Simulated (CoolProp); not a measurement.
Octamethyltrisiloxane (MDM) at several states: density (kg/m³) from the reference equation and from simpler models built on Tc = 565.4 K, pc = 1.438 MPa, ω = 0.528; each cubic takes its own stable root.

Model: reference Helmholtz-energy equation of state, Thol 2017, in CoolProp.

```tsv
T (K)	p (MPa)	phase	reference
411.3	0.0106	gas	0.7393
322.3	0.716	liquid	792.0
565.8	0.199	gas	10.51
527.1	0.162	gas	9.217
407.9	4.71	liquid	712.5
463.7	0.389	liquid	624.8
```

**Question.** How far does each simpler model (van der Waals, Soave-Redlich-Kwong) lie from the reference over these 6 states: mean and median of the absolute difference, and the worst?

**Answer.** 
- van der Waals: mean 29.5 %, median 19.3 %, worst -95.5 % at 463.7 K and 0.389 MPa
- Soave-Redlich-Kwong: mean 4.5 %, median 3.7 %, worst -9.8 % at 322.3 K and 0.716 MPa

At some of these states van der Waals gives the other phase, because its saturation line lies elsewhere.
